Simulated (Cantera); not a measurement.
A perfectly stirred reactor is fed with 25.6 % H₂, 15.6 % O₂, 58.7 % N₂, equivalence ratio 0.82, at 110000 Pa; it is adiabatic with a 400 K inlet, and is followed from long to short residence time, starting on the burning branch (τ in s: 0.03, 0.013, 0.0057, 0.0025, 0.0011, 0.00048, 0.00021, 9.1e-05, 4e-05).

Model: the H2/O2 subset of GRI-Mech 3.0, which has no nitrogen chemistry, integrated in Cantera.

x: mole fraction; the columns are a selection and need not sum to one.

```csv
τ (s),T (K),x H₂,x O₂,x O,x H,x H₂O,x HO₂
0.030,2262,0.00350,0.0318,0.000909,0.000607,0.285,3.32e-6
0.013,2250,0.00441,0.0319,0.00114,0.000863,0.283,3.60e-6
0.0057,2226,0.00614,0.0323,0.00160,0.00145,0.280,4.25e-6
0.0025,2185,0.00905,0.0331,0.00244,0.00272,0.275,5.64e-6
0.0011,2121,0.0132,0.0346,0.00377,0.00520,0.267,8.22e-6
0.00048,2030,0.0185,0.0368,0.00568,0.00962,0.257,1.25e-5
0.00021,1912,___,___,___,___,0.245,___
9.1e-5,1767,0.0301,0.0439,0.0105,0.0264,0.231,2.72e-5
4.0e-5,___,___,___,___,___,0.215,___
```

Question: Complete the blanks.

Answer: 
- 0.00021, x H₂: 0.0242
- 0.00021, x O₂: 0.0398
- 0.00021, x O: 0.00805
- 0.00021, x H: 0.0166
- 0.00021, x HO₂: 1.87e-5
- 4.0e-5, T (K): 1603
- 4.0e-5, x H₂: 0.0377
- 4.0e-5, x O₂: 0.0499
- 4.0e-5, x O: 0.0120
- 4.0e-5, x H: 0.0376
- 4.0e-5, x HO₂: 3.92e-5
